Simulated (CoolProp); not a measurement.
Properties of dimethyl carbonate along the isobar 0.101 MPa (Tc = 557.0 K, pc = 4.909 MPa, ω = 0.346).

Values from CoolProp's reference Helmholtz-energy equation of state, Zhou 2011.

```
T (K)   phase         Z  cp (kJ/(kg K))  expansivity (1/kK)  fugacity coefficient
-----  ------  --------  --------------  ------------------  --------------------
306.6  liquid  0.003392           1.844               1.267                0.1091
316.8  liquid  0.003326           1.861               1.296                0.1742
327    liquid  0.003266           1.879               1.328                0.2681
337.2  liquid  0.003211           1.899               1.364                0.3996
347.5  liquid  0.003160           1.921               1.404                0.5802
357.7  liquid  0.003115           1.945               1.448                0.8174
367.9     gas    0.9723           1.380               2.983                0.9731
378.1     gas    0.9748           1.404               2.877                0.9754
388.4     gas    0.9770           1.428               2.779                0.9775
398.6     gas    0.9789           1.452               2.690                0.9793
408.8     gas    0.9806           1.476               2.607                0.9810
419.1     gas    0.9821           1.500               2.529                0.9824
429.3     gas    0.9835           1.524               2.458                0.9837
439.5     gas    0.9847           1.547               2.390                0.9849
449.7     gas    0.9858           1.571               2.328                0.9860
460       gas    0.9868           1.594               2.268                0.9870
```
